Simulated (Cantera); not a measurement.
A freely propagating, adiabatic, planar premixed flame of CH4 : O2 : N2 = 1 : 2 : 9.2 (molar parts), equivalence ratio 1.0, unburnt at 400 K and 8.10 bar; mixture-averaged transport, grid criteria slope 0.08 and curve 0.16, no radiation.

Computed with Cantera and GRI-Mech 3.0 (53 species, 325 reactions). Burning velocities carry a grid error of a few per cent, more on coarse grids.

How do the results move with these cheaper or finer settings: unity-Lewis-number transport; multicomponent transport; multicomponent+Soret transport; grid criteria slope 0.5, curve 1; grid criteria slope 0.25, curve 0.5; grid criteria slope 0.03, curve 0.06?


```
setting                               laminar burning velocity  thermal thickness  peak x(CO)  peak x(CH2O)  grid points
------------------------------------  ------------------------  -----------------  ----------  ------------  -----------
as above                                             14.1 cm/s           0.162 mm      0.0244       0.00101          127
unity-Lewis-number transport                         11.7 cm/s           0.181 mm      0.0224      0.000632          142
multicomponent transport                             14.3 cm/s           0.163 mm      0.0247       0.00102          128
multicomponent+Soret transport                       14.2 cm/s           0.163 mm      0.0244       0.00101          128
grid criteria slope 0.5, curve 1                     15.5 cm/s           0.174 mm      0.0242       0.00103           33
grid criteria slope 0.25, curve 0.5                  14.5 cm/s           0.166 mm      0.0243       0.00101           56
grid criteria slope 0.03, curve 0.06                 13.9 cm/s           0.160 mm      0.0245       0.00101          332
```
The base run took very roughly 29 core-seconds.
Unity Lewis numbers drop preferential diffusion, which matters most where H2 and H carry the flame; Soret adds thermal diffusion.
